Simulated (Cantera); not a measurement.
## Adiabatic ignition

An adiabatic, constant-pressure homogeneous reactor starts with H₂ : O₂ : N₂ = 1 : 0.735 : 2.76 (molar parts), at 1350 K and 29000 Pa.

Cantera simulation using GRI-Mech 3.0 (53 species, 325 reactions); the numbers are that mechanism's predictions, not measurements.

```tsv
t (s)	T (K)	x H₂	x O₂	x NO	x HO₂	x O	x NO₂
6.00e-6	1350	0.222	0.164	<1e-12	5.47e-8	1.31e-8	<1e-12
1.59e-5	1350	0.222	0.164	<1e-12	1.55e-7	1.45e-7	<1e-12
4.19e-5	1350	0.222	0.163	<1e-12	3.16e-6	2.96e-5	<1e-12
0.000111	1635	0.0319	0.0687	8.02e-6	1.07e-5	0.0326	3.47e-10
0.000293	2034	0.0305	0.0616	4.31e-5	5.55e-6	0.0258	1.95e-9
0.000775	2363	0.0231	0.0573	0.000182	4.01e-6	0.0165	1.66e-8
0.00205	2562	0.0155	0.0551	0.00104	6.36e-6	0.00991	2.15e-7
0.00541	2577	0.0147	0.0539	0.00353	6.70e-6	0.00912	7.88e-7
0.0143	2573	0.0147	0.0519	0.00804	6.45e-6	0.00877	1.77e-6
0.0378	2570	0.0147	0.0505	0.0114	6.28e-6	0.00851	2.48e-6
0.100	2570	0.0147	0.0503	0.0117	6.26e-6	0.00848	2.56e-6
```
x: mole fraction; the columns are a selection and need not sum to one.

```
Property                                                           Value
---------------------------------  -------------------------------------
time of steepest temperature rise                                77.6 µs
temperature at 0.100 s                                            2570 K
equilibrium temperature                                           2570 K
x(H₂) at 0.100 s                   0.0147 (gas-phase equilibrium 0.0147)
x(O₂) at 0.100 s                   0.0503 (gas-phase equilibrium 0.0503)
x(NO) at 0.100 s                   0.0117 (gas-phase equilibrium 0.0117)
```
